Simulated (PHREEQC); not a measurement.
Solution (42 °C): 51 mmol/kgw HBr, 0.2 mmol/kgw NaCl and 35 mmol/kgw MnSO4. Closed to the air; pH follows from the charge balance.

Computed with PHREEQC (ion-association model, phreeqc.dat).

```tsv
quantity	before	after
pH	1.56	1.39
ionic strength (mol/kgw)	0.126	0.0596
HSO4- (mol/kgw)	0.0173	0.00256
SO4-2 (mol/kgw)	0.00995	0.000816
MnSO4 (mol/kgw)	0.00778	0.000127
SI of Halite (NaCl)	-9.25	-9.17
```

Problem. What was changed between the two runs?
(A) 0.016 mol/kgw HF added
(B) NaCl from 0.0002 to 0.00018 mol/kgw
(C) MnSO4 from 0.035 to 0.0035 mol/kgw
(D) HBr from 0.051 to 0.255 mol/kgw
(E) MnSO4 from 0.035 to 0.175 mol/kgw

Solution. C, MnSO4 from 0.035 to 0.0035 mol/kgw

Precipitation was switched off in this run. Away from 25 °C the constants follow the database's enthalpies or fits; those with neither stay at their 25 °C values.
